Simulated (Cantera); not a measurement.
**Boron, boron nitride and boron oxide: B + O2 + H2**

Feed: 1 mol B, 0.069 mol O2, 8.2 mol H2, at 94.0 Pa.

Equilibrium computed with Cantera from the NASA thermochemical tables; the gas is ideal and each condensed phase is pure. Candidate condensed phases: B, B2O3, B3O3H3, H2O; 23 gas species. The tables' values for BH2 are old estimates; treat these amounts as uncertain. Kinetics and transport are ignored.

From 1673 K to 2223 K the condensed part is B(s). The main B-bearing gas is HBO at 1673 K and BO at 2223 K. The share of B in condensed phases is highest at 1673 K (86.2 %) and lowest at 2223 K (81.1 %).

```csv
T (K),x H2,x H,x HBO,x BO,n B(s)
1673,0.981,0.00368,0.0137,0.00106,0.862
1723,0.978,0.00588,0.0134,0.00157,0.861
1773,0.975,0.00916,0.0129,0.00223,0.861
1823,0.970,0.0139,0.0123,0.00307,0.861
1873,0.963,0.0207,0.0115,0.00405,0.860
1923,0.954,0.0300,0.0105,0.00515,0.859
1973,0.941,0.0427,0.00935,0.00631,0.857
2023,0.924,0.0595,0.00816,0.00747,0.855
2073,0.902,0.0815,0.00697,0.00854,0.851
2123,0.873,0.109,0.00583,0.00948,0.844
2173,0.838,0.144,0.00479,0.0102,0.833
2223,0.794,0.186,0.00386,0.0108,0.811
```
x: gas mole fraction; n: condensed amount in mol.
